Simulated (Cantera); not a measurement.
What does this Cantera script print?

```python
import numpy as np
import cantera as ct

gas = ct.Solution("gri30.yaml")
gas.TPX = 1198, 500000, {'CO': 0.0021, 'O2': 0.029, 'H2O': 0.0008, 'N2': 0.2}
reactor = ct.IdealGasConstPressureReactor(gas, energy="off", clone=False)
net = ct.ReactorNet([reactor])
net.rtol, net.atol = 1e-08, 1e-18
show = ['CO', 'O2', 'H2O', 'H', 'O', 'H2O2']
times = np.geomspace(3e-05, 70, 10)

steps = ct.SolutionArray(gas, extra=["t"])
rows = []
print(f"{'t/s':>10s}{'T/K':>9s}{'P/Pa':>11s}" + "".join(f"{s:>11s}" for s in show))
for t in times:
    while net.time < t:
        t_next = net.step()
        steps.append(gas.state, t=t_next)
    rows.append([np.interp(t, steps.t, y) for y in (steps.T, steps.P, *steps(*show).X.T)])
    print(f"{t:10.3e}{rows[-1][0]:9.1f}{rows[-1][1]:11.4g}" + "".join(f"{x:11.3e}" for x in rows[-1][2:]))
rate = np.gradient(steps.T, steps.t)
print("integrator steps:", len(steps.t))
if steps.T.max() > steps.T[0] + 200:
    print(f"time of steepest temperature rise: {steps.t[rate.argmax()]:.4e} s")
gas.TPX = 1198, 500000, {'CO': 0.0021, 'O2': 0.029, 'H2O': 0.0008, 'N2': 0.2}
gas.equilibrate("TP")
print(f"equilibrium (TP): T = {gas.T:.1f} K  " + "  ".join(f"{s} {gas[s].X[0]:.3e}" for s in show))
```

Output:

```
       t/s      T/K       P/Pa         CO         O2        H2O          H          O       H2O2
 3.000e-05   1198.0      5e+05  9.056e-03  1.251e-01  3.450e-03  2.019e-11  7.807e-09  9.169e-15
 1.530e-04   1198.0      5e+05  9.056e-03  1.251e-01  3.450e-03  1.937e-10  4.052e-08  1.992e-12
 7.802e-04   1198.0      5e+05  9.052e-03  1.251e-01  3.449e-03  4.882e-09  6.126e-07  3.119e-09
 3.979e-03   1198.0      5e+05  8.153e-03  1.246e-01  3.442e-03  1.341e-07  9.879e-06  5.926e-07
 2.029e-02   1198.0      5e+05  4.247e-03  1.229e-01  3.451e-03  6.391e-08  6.116e-06  3.155e-07
 1.035e-01   1198.0      5e+05  4.430e-04  1.213e-01  3.463e-03  4.278e-09  9.111e-07  2.185e-08
 5.278e-01   1198.0      5e+05  2.558e-06  1.211e-01  3.465e-03  1.458e-11  1.756e-08  2.332e-10
 2.691e+00   1198.0      5e+05  2.201e-10  1.211e-01  3.465e-03  7.137e-13  4.366e-09  7.308e-11
 1.373e+01   1198.0      5e+05  1.959e-10  1.211e-01  3.465e-03  6.326e-13  3.762e-09  6.345e-11
 7.000e+01   1198.0      5e+05  1.959e-10  1.211e-01  3.465e-03  6.326e-13  3.762e-09  6.345e-11
integrator steps: 1366
equilibrium (TP): T = 1198.0 K  CO 1.959e-10  O2 1.210e-01  H2O 3.465e-03  H 6.327e-13  O 3.761e-09  H2O2 6.343e-11
```

Detailed kinetics in Cantera: GRI-Mech 3.0 (53 species, 325 reactions).
